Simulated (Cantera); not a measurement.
## Thermodynamics of silicon epitaxy and polysilicon growth, feed SiHCl3 + H2

Charge: 1 mol SiHCl3, 320 mol H2, at 9.75 Torr.

Cantera equilibrium calculation (NASA polynomials, part measured and part estimated; ideal gas, pure solids and liquids). Candidate condensed phases: Si; 19 gas species. The tables' values for SiCl3 are old estimates; treat these amounts as uncertain. Gases not in the tables: Si2H6 and higher silanes. Kinetics and transport are ignored.

```json
[
 {"T (K)": "1098", "x H2": "0.991", "x HCl": "0.00879", "x H": "2.16e-7", "x SiCl2": "0.000158", "n Si(s)": "0.927", "n Si(l)": "0"},
 {"T (K)": "1148", "x H2": "0.991", "x HCl": "0.00888", "x H": "6.25e-7", "x SiCl2": "0.000175", "n Si(s)": "0.935", "n Si(l)": "0"},
 {"T (K)": "1198", "x H2": "0.991", "x HCl": "0.00890", "x H": "1.66e-6", "x SiCl2": "0.000188", "n Si(s)": "0.935", "n Si(l)": "0"},
 {"T (K)": "1248", "x H2": "0.991", "x HCl": "0.00890", "x H": "4.08e-6", "x SiCl2": "0.000200", "n Si(s)": "0.933", "n Si(l)": "0"},
 {"T (K)": "1298", "x H2": "0.991", "x HCl": "0.00888", "x H": "9.36e-6", "x SiCl2": "0.000212", "n Si(s)": "0.930", "n Si(l)": "0"},
 {"T (K)": "1348", "x H2": "0.991", "x HCl": "0.00886", "x H": "2.02e-5", "x SiCl2": "0.000223", "n Si(s)": "0.927", "n Si(l)": "0"},
 {"T (K)": "1398", "x H2": "0.991", "x HCl": "0.00885", "x H": "4.13e-5", "x SiCl2": "0.000233", "n Si(s)": "0.924", "n Si(l)": "0"},
 {"T (K)": "1448", "x H2": "0.991", "x HCl": "0.00883", "x H": "8.05e-5", "x SiCl2": "0.000242", "n Si(s)": "0.921", "n Si(l)": "0"},
 {"T (K)": "1498", "x H2": "0.991", "x HCl": "0.00881", "x H": "0.000150", "x SiCl2": "0.000251", "n Si(s)": "0.918", "n Si(l)": "0"},
 {"T (K)": "1548", "x H2": "0.991", "x HCl": "0.00879", "x H": "0.000269", "x SiCl2": "0.000260", "n Si(s)": "0.914", "n Si(l)": "0"},
 {"T (K)": "1598", "x H2": "0.990", "x HCl": "0.00877", "x H": "0.000465", "x SiCl2": "0.000267", "n Si(s)": "0.908", "n Si(l)": "0"},
 {"T (K)": "1648", "x H2": "0.990", "x HCl": "0.00875", "x H": "0.000777", "x SiCl2": "0.000275", "n Si(s)": "0.899", "n Si(l)": "0"},
 {"T (K)": "1698", "x H2": "0.990", "x HCl": "0.00874", "x H": "0.00126", "x SiCl2": "0.000277", "n Si(s)": "0", "n Si(l)": "0.884"}
]
```
x: gas mole fraction; n: condensed amount in mol.

From 1098 K to 1648 K the condensed part is Si(s). At 1698 K the condensed part is Si(l). The main Si-bearing gas is SiCl2 throughout.
